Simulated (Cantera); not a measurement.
Carbon deposition, reforming and gasification: CO + NH₃ + CH₄

A closed system holds: 1 mol CO, 2.2 mol NH₃, 0.0072 mol CH₄, equilibrated at 10.0 mbar.

Equilibrium computed with Cantera from the NASA thermochemical tables; the gas is ideal and each condensed phase is pure. Candidate condensed phases: C, C₆H₆, C₇H₈, C₈H₁₈, H₂O; 169 gas species. Ions and electrons are included (thermal ionisation). Kinetics and transport are ignored.

From 2000 K to 5000 K nothing is condensed. The main C-bearing gas is CO throughout.

```tsv
T (K)	log p H	log p H₂	log p N₂	log p CO	log p N	log p C	log p O
2000	-3.90	-2.22	-2.70	-2.74	-10.39	-11.15	-12.75
2500	-2.76	-2.33	-2.73	-2.77	-7.90	-8.08	-10.15
3000	-2.23	-2.86	-2.84	-2.88	-6.28	-6.03	-8.50
3500	-2.13	-3.81	-2.90	-2.93	-5.10	-5.25	-6.60
4000	-2.12	-4.65	-2.91	-2.95	-4.21	-4.80	-5.01
4500	-2.13	-5.34	-2.97	-2.98	-3.53	-4.11	-4.13
5000	-2.15	-5.92	-3.14	-3.11	-3.05	-3.54	-3.55
```
log p: log10 of the partial pressure in bar; nothing condenses.
